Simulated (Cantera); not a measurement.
Mixture: 14.0 % CH₄, 21.6 % O₂, 64.4 % N₂, at 15.0 bar, adiabatic and at constant volume. Ignition delay is the time to a rise of 400 K.

Detailed kinetics in Cantera: GRI-Mech 3.0 (53 species, 325 reactions). The pressure lies above the range GRI-Mech 3.0 was tuned for (to about 10 atm).

Problem. Predict: delay at 1075 K; delay at 1225 K; delay at 1375 K; delay at 1525 K; delay at 1675 K; apparent activation energy between 1525 and 1675 K.

Solution. 
| Property | Result |
|---|---|
| delay at 1075 K | 14.4 ms |
| delay at 1225 K | 1.98 ms |
| delay at 1375 K | 0.373 ms |
| delay at 1525 K | 86.8 µs |
| delay at 1675 K | 23.9 µs |
| apparent activation energy between 1525 and 1675 K | 180 kJ/mol |
